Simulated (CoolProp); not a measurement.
Chloromethane (R40) along the isobar 65.1 bar: Z from the reference equation and from simpler models built on Tc = 418.6 K, pc = 69.29 bar, ω = 0.150; each cubic takes its own stable root.

Model: reference Helmholtz-energy equation of state, Thol 2014, in CoolProp.

```json
[
 {"T (K)": "292.1", "phase": "liquid", "reference": "0.1445", "van der Waals": "0.2287", "Redlich-Kwong": "0.1593", "Soave-Redlich-Kwong": "0.1565", "Peng-Robinson": "0.1385"},
 {"T (K)": "307", "phase": "liquid", "reference": "0.1419", "van der Waals": "0.2238", "Redlich-Kwong": "0.1570", "Soave-Redlich-Kwong": "0.1541", "Peng-Robinson": "0.1363"},
 {"T (K)": "321.8", "phase": "liquid", "reference": "0.1400", "van der Waals": "0.2202", "Redlich-Kwong": "0.1559", "Soave-Redlich-Kwong": "0.1527", "Peng-Robinson": "[?]"},
 {"T (K)": "336.7", "phase": "liquid", "reference": "0.1390", "van der Waals": "0.2180", "Redlich-Kwong": "0.1560", "Soave-Redlich-Kwong": "0.1525", "Peng-Robinson": "0.1348"},
 {"T (K)": "351.5", "phase": "liquid", "reference": "0.1390", "van der Waals": "0.2174", "Redlich-Kwong": "0.1575", "Soave-Redlich-Kwong": "0.1538", "Peng-Robinson": "0.1360"},
 {"T (K)": "366.4", "phase": "liquid", "reference": "0.1403", "van der Waals": "0.2190", "Redlich-Kwong": "0.1610", "Soave-Redlich-Kwong": "0.1572", "Peng-Robinson": "0.1391"},
 {"T (K)": "381.2", "phase": "liquid", "reference": "0.1435", "van der Waals": "0.2239", "Redlich-Kwong": "0.1676", "Soave-Redlich-Kwong": "[?]", "Peng-Robinson": "0.1451"},
 {"T (K)": "396.1", "phase": "liquid", "reference": "0.1508", "van der Waals": "0.2352", "Redlich-Kwong": "0.1805", "Soave-Redlich-Kwong": "0.1762", "Peng-Robinson": "0.1569"},
 {"T (K)": "410.9", "phase": "liquid", "reference": "0.1737", "van der Waals": "0.2734", "Redlich-Kwong": "0.2156", "Soave-Redlich-Kwong": "0.2106", "Peng-Robinson": "0.1892"},
 {"T (K)": "425.8", "phase": "gas", "reference": "0.5515", "van der Waals": "0.5994", "Redlich-Kwong": "0.5728", "Soave-Redlich-Kwong": "0.5778", "Peng-Robinson": "0.5494"},
 {"T (K)": "440.6", "phase": "gas", "reference": "0.6364", "van der Waals": "0.6624", "Redlich-Kwong": "0.6485", "Soave-Redlich-Kwong": "0.6583", "Peng-Robinson": "0.6303"},
 {"T (K)": "455.5", "phase": "gas", "reference": "0.6931", "van der Waals": "[?]", "Redlich-Kwong": "0.6999", "Soave-Redlich-Kwong": "0.7125", "Peng-Robinson": "0.6851"},
 {"T (K)": "470.3", "phase": "gas", "reference": "0.7355", "van der Waals": "0.7402", "Redlich-Kwong": "0.7386", "Soave-Redlich-Kwong": "0.7532", "Peng-Robinson": "0.7266"},
 {"T (K)": "485.2", "phase": "gas", "reference": "0.7695", "van der Waals": "0.7677", "Redlich-Kwong": "0.7698", "Soave-Redlich-Kwong": "0.7860", "Peng-Robinson": "0.7601"},
 {"T (K)": "500", "phase": "gas", "reference": "0.7973", "van der Waals": "0.7906", "Redlich-Kwong": "0.7954", "Soave-Redlich-Kwong": "0.8128", "Peng-Robinson": "0.7876"}
]
```

Task: What belongs in the gaps?

Result: 
- 321.8, Peng-Robinson: 0.1350
- 381.2, Soave-Redlich-Kwong: 0.1636
- 455.5, van der Waals: 0.7064
